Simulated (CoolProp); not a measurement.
Octamethyltrisiloxane (MDM) along the isobar 3 bar: density (kg/m³) from the reference equation and from simpler models built on Tc = 565.4 K, pc = 14.38 bar, ω = 0.528; each cubic takes its own stable root.

Model: reference Helmholtz-energy equation of state, Thol 2017, in CoolProp.

| T (K) | phase | reference |
|---|---|---|
| 243.8 | liquid | 869.2 |
| 284.1 | liquid | 829.7 |
| 324.3 | liquid | 789.2 |
| 364.6 | liquid | 746.8 |
| 404.8 | liquid | 701.5 |
| 445.1 | liquid | 650.6 |
| 485.3 | gas | 20.54 |
| 525.6 | gas | 18.06 |

**Question.** How far does each simpler model (van der Waals, Redlich-Kwong, Soave-Redlich-Kwong, Peng-Robinson) lie from the reference over these 8 states: mean and median of the absolute difference, and the worst?

**Answer.** 
- van der Waals: mean 46.4 %, median 42.5 %, worst -96.6 % at 445.1 K and 3 bar
- Redlich-Kwong: mean 22.1 %, median 15.2 %, worst -96.5 % at 445.1 K and 3 bar
- Soave-Redlich-Kwong: mean 7.6 %, median 9.1 %, worst -12.5 % at 243.8 K and 3 bar
- Peng-Robinson: mean 1.7 %, median 1.7 %, worst +3.3 % at 404.8 K and 3 bar

At some of these states van der Waals, Redlich-Kwong gives the other phase, because its saturation line lies elsewhere.
